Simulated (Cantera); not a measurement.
An adiabatic, constant-volume homogeneous reactor starts with CH4 : H2 : O2 : N2 = 1 : 0.3 : 1.79 : 6.74 (molar parts), equivalence ratio 1.2, at 1398 K and 44000 Pa. Integrator tolerance rtol = 1e-08.

Detailed kinetics in Cantera: GRI-Mech 3.0 (53 species, 325 reactions).

```
quantity                                                            before                                    after
---------------------------------  ---------------------------------------  ---------------------------------------
time of steepest temperature rise                                  1.56 ms                                  21.6 ms
temperature at 3.00 s                                               2840 K                                   2776 K
equilibrium temperature                                             2840 K                                   2776 K
x(CH4) at 3.00 s                     <1e-12 (gas-phase equilibrium <1e-12)    <1e-12 (gas-phase equilibrium <1e-12)
x(H2) at 3.00 s                      0.0415 (gas-phase equilibrium 0.0415)    0.0373 (gas-phase equilibrium 0.0373)
x(O2) at 3.00 s                    0.00984 (gas-phase equilibrium 0.00984)  0.00719 (gas-phase equilibrium 0.00719)
x(CO2) at 3.00 s                     0.0334 (gas-phase equilibrium 0.0334)    0.0384 (gas-phase equilibrium 0.0384)
x(HCO) at 3.00 s                   1.06e-7 (gas-phase equilibrium 1.06e-7)  8.95e-8 (gas-phase equilibrium 8.95e-8)
x(OH) at 3.00 s                      0.0218 (gas-phase equilibrium 0.0218)    0.0171 (gas-phase equilibrium 0.0171)
x(NO) at 3.00 s                    0.00761 (gas-phase equilibrium 0.00761)  0.00599 (gas-phase equilibrium 0.00599)
```

Problem. What was changed between the two runs?
A) pressure from 44000 Pa to 100000 Pa
B) O2 1.79 to 2.4 parts
C) initial temperature 1398 to 1123 K
D) constant pressure in place of constant volume

Solution. C, initial temperature 1398 to 1123 K
